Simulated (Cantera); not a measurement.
What does this Cantera script print?

```python
import numpy as np
import cantera as ct

gas_names = """
    C CH CH2 CH3 CH2OH CH3O CH4 CH3OH CO CO2 COOH C2 C2H CHCO,ketyl C2H2,acetylene C2H2,vinylidene
    CH2CO,ketene C2H3,vinyl CH3CO,acetyl C2H4 C2H4O,ethylen CH3CHO,ethanal CH3COOH (HCOOH)2 C2H5 C2H6
    CH3OCH3 C2H5OH C2O C3 C3H3,propargyl C3H4,allene C3H4,propyne C3H4,cyclo- C3H5,allyl C3H6,propylene
    C3H6,cyclo- C3H6O C3H7,n-propyl C3H7,i-propyl C3H8 C3H8O,1propanol C3H8O,2propanol C3O2 C4 C4H2
    C4H4,1,3-cyclo- C4H6,butadiene C4H6,2-butyne C4H6,cyclo- C4H8,1-butene C4H8,cis2-buten
    C4H8,tr2-butene C4H8,isobutene C4H8,cyclo- (CH3COOH)2 C4H9,n-butyl C4H9,i-butyl C4H9,s-butyl
    C4H9,t-butyl C4H10,isobutane C4H10,n-butane C5 C5H6,1,3cyclo- C5H8,cyclo- C5H10,1-pentene
    C5H10,cyclo- C5H11,pentyl C5H11,t-pentyl C5H12,n-pentane C5H12,i-pentane CH3C(CH3)2CH3 C6H2
    C6H5,phenyl C6H5O,phenoxy C6H6 C6H5OH,phenol C6H10,cyclo- C6H12,1-hexene C6H12,cyclo- C6H13,n-hexyl
    C7H7,benzyl C7H8 C7H8O,cresol C7H14,1-heptene C7H15,n-heptyl C7H16,n-heptane C8H8,styrene
    C8H10,ethylbenz C8H16,1-octene C8H17,n-octyl C8H18,isooctane C8H18,n-octane C9H19,n-nonyl
    C10H8,naphthale C10H21,n-decyl C12H9,o-bipheny C12H10,bipheny H HCO HO2 H2 HCHO,formaldehy HCOOH H2O
    H2O2 O OH O2 O3
""".split()
cond_names = """
    C(gr) C6H6(L) C7H8(L) C8H18(L),n-octa H2O(s) H2O(L)
""".split()


def load(file, names, dense=False):
    # The tables refer to 1 bar. Condensed volumes are neglected.
    table = {s.name: s for s in ct.Species.list_from_file(file)}
    out = []
    for n in names:
        d = dict(table[n].input_data)
        d["thermo"] = dict(d["thermo"], **{"reference-pressure": 1e5})
        if dense:
            d["equation-of-state"] = {"model": "constant-volume", "density": "1e6 g/cm^3"}
        out.append(ct.Species.from_dict(d))
    return out


gas = ct.Solution(thermo="ideal-gas", species=load("nasa_gas.yaml", gas_names))
cond = {s.name: ct.Solution(thermo="fixed-stoichiometry", species=[s], name=s.name)
        for s in load("nasa_condensed.yaml", cond_names, dense=True)}
atoms = {
    'C2H6': {'C': 2, 'H': 6},
    'H2O': {'H': 2, 'O': 1},
    'H2': {'H': 2},
}
top_T = {'C(gr)': 4500}  # K; cautious upper limits of use, not melting points


def equilibrate(T, P, feed):
    n = {}
    for name, mol in feed.items():
        for a, k in atoms[name].items():
            n[a] = n.get(a, 0.0) + k * mol
    gas.TPX = T, P, n
    mass = sum(n.values()) * gas.mean_molecular_weight
    gas.equilibrate("TP")
    valid = [c for c in cond.values() if c.min_temp <= T <= top_T.get(c.name, c.max_temp)]
    mix = ct.Mixture([(gas, mass / gas.mean_molecular_weight)] + [(c, 0.0) for c in valid])
    mix.T, mix.P = T, P
    mix.equilibrate("TP", solver="vcs", rtol=1e-11, max_steps=5000)
    return mix


results = []
feed = {'C2H6': 1, 'H2O': 1.5, 'H2': 75}  # mol
T = 1725  # K
P = 133.322  # Pa
mix = equilibrate(T, P, feed)
results.append((T, P, feed, dict(zip(mix.species_names, mix.species_moles))))
print(gas.report(threshold=0.0001))
for i in range(1, mix.n_phases):
    print(f"{mix.phase(i).name:16s} {mix.phase_moles(i):12.5e} mol")
```

It prints:

```
       temperature   1725 K
          pressure   133.32 Pa
           density   2.3177e-05 kg/m^3
  mean mol. weight   2.4933 kg/kmol
   phase of matter   gas

                          1 kg             1 kmol
                     ---------------   ---------------
          enthalpy        1.7157e+07        4.2778e+07  J
   internal energy        1.1405e+07        2.8436e+07  J
           entropy             96538        2.4069e+05  J/K
    Gibbs function       -1.4937e+08       -3.7242e+08  J
 heat capacity c_p             13321             33214  J/K
 heat capacity c_v            9986.5             24899  J/K

                      mass frac. Y      mole frac. X     chem. pot. / RT
                     ---------------   ---------------   ---------------
                CO           0.20752          0.018472           -45.527
                 H          0.002032         0.0050261           -12.832
                H2            0.7895           0.97641           -25.663
     [ +107 minor]        0.00094875        9.1392e-05

C(gr)             4.85273e-01 mol
```

These are equilibrium values from Cantera (NASA tables, ideal gas, pure condensed phases), not measurements of a reactor.
